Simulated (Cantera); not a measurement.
Input (Python, Cantera):

```python
import numpy as np
import cantera as ct

gas = ct.Solution("gri30.yaml")
gas.TPX = 1623, 1700000, {'CH4': 1, 'O2': 2.3, 'N2': 6.27}
reactor = ct.IdealGasReactor(gas, energy="on", clone=False)
net = ct.ReactorNet([reactor])
net.rtol, net.atol = 1e-08, 1e-16
show = ['CH4', 'O2', 'H', 'NO2', 'CO2', 'CO', 'HCO']
times = np.geomspace(4e-06, 0.8, 15)

steps = ct.SolutionArray(gas, extra=["t"])
rows = []
print(f"{'t/s':>10s}{'T/K':>9s}{'P/Pa':>11s}" + "".join(f"{s:>11s}" for s in show))
for t in times:
    while net.time < t:
        t_next = net.step()
        steps.append(gas.state, t=t_next)
    rows.append([np.interp(t, steps.t, y) for y in (steps.T, steps.P, *steps(*show).X.T)])
    print(f"{t:10.3e}{rows[-1][0]:9.1f}{rows[-1][1]:11.4g}" + "".join(f"{x:11.3e}" for x in rows[-1][2:]))
rate = np.gradient(steps.T, steps.t)
print("integrator steps:", len(steps.t))
if steps.T.max() > steps.T[0] + 200:
    print(f"time of steepest temperature rise: {steps.t[rate.argmax()]:.4e} s")
gas.TPX = 1623, 1700000, {'CH4': 1, 'O2': 2.3, 'N2': 6.27}
gas.equilibrate("UV")
print(f"equilibrium (UV): T = {gas.T:.1f} K  " + "  ".join(f"{s} {gas[s].X[0]:.3e}" for s in show))
```

Result:

```
       t/s      T/K       P/Pa        CH4         O2          H        NO2        CO2         CO        HCO
 4.000e-06   1623.0    1.7e+06  1.043e-01  2.402e-01  1.920e-07  3.057e-15  7.005e-08  1.575e-06  2.826e-09
 9.565e-06   1626.3  1.704e+06  1.033e-01  2.397e-01  7.654e-07  1.052e-13  1.692e-06  5.476e-05  4.583e-08
 2.287e-05   1692.2  1.776e+06  9.224e-02  2.312e-01  1.058e-05  1.495e-11  7.987e-05  2.913e-03  1.850e-06
 5.470e-05   3278.9  3.601e+06  3.158e-13  3.669e-02  7.179e-03  2.783e-05  5.747e-02  4.219e-02  6.398e-07
 1.308e-04   3277.4  3.599e+06  3.178e-13  3.632e-02  7.160e-03  2.885e-05  5.745e-02  4.221e-02  6.389e-07
 3.128e-04   3277.4  3.599e+06  3.178e-13  3.632e-02  7.160e-03  2.885e-05  5.745e-02  4.221e-02  6.389e-07
 7.480e-04   3277.4  3.599e+06  3.178e-13  3.632e-02  7.160e-03  2.885e-05  5.745e-02  4.221e-02  6.389e-07
 1.789e-03   3277.4  3.599e+06  3.178e-13  3.632e-02  7.160e-03  2.885e-05  5.745e-02  4.221e-02  6.389e-07
 4.278e-03   3277.4  3.599e+06  3.178e-13  3.632e-02  7.160e-03  2.885e-05  5.745e-02  4.221e-02  6.389e-07
 1.023e-02   3277.4  3.599e+06  3.178e-13  3.632e-02  7.160e-03  2.885e-05  5.745e-02  4.221e-02  6.389e-07
 2.446e-02   3277.4  3.599e+06  3.178e-13  3.632e-02  7.160e-03  2.885e-05  5.745e-02  4.221e-02  6.389e-07
 5.850e-02   3277.4  3.599e+06  3.178e-13  3.632e-02  7.160e-03  2.885e-05  5.745e-02  4.221e-02  6.389e-07
 1.399e-01   3277.4  3.599e+06  3.178e-13  3.632e-02  7.160e-03  2.885e-05  5.745e-02  4.221e-02  6.389e-07
 3.345e-01   3277.4  3.599e+06  3.178e-13  3.632e-02  7.160e-03  2.885e-05  5.745e-02  4.221e-02  6.389e-07
 8.000e-01   3277.4  3.599e+06  3.178e-13  3.632e-02  7.160e-03  2.885e-05  5.745e-02  4.221e-02  6.389e-07
integrator steps: 1939
time of steepest temperature rise: 2.7815e-05 s
equilibrium (UV): T = 3277.4 K  CH4 4.056e-13  O2 3.632e-02  H 7.160e-03  NO2 2.885e-05  CO2 5.745e-02  CO 4.221e-02  HCO 6.389e-07
```

Cantera simulation using GRI-Mech 3.0 (53 species, 325 reactions); the numbers are that mechanism's predictions, not measurements. The pressure lies above the range GRI-Mech 3.0 was tuned for (to about 10 atm). Above 3000 K some thermodynamic fits are extrapolated.
